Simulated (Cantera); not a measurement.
A freely propagating, adiabatic, planar premixed flame of 25.3 % CO, 0.834 % H2, 15.5 % O2, 58.4 % N2, equivalence ratio 0.84, unburnt at 400 K and 6.30 bar; mixture-averaged transport, grid criteria slope 0.08 and curve 0.16, no radiation.

Detailed kinetics in Cantera: GRI-Mech 3.0 (53 species, 325 reactions). The hydrogen kinetics of GRI-Mech 3.0 are dated; newer H2 mechanisms differ, most at raised pressure. Burning velocities carry a grid error of a few per cent, more on coarse grids.

Q: Predict: laminar burning velocity; thermal thickness; peak x(H2O2).

A: 
```
Property                      Value
------------------------  ---------
laminar burning velocity  28.1 cm/s
thermal thickness          0.156 mm
peak x(H2O2)                8.59e-5
```
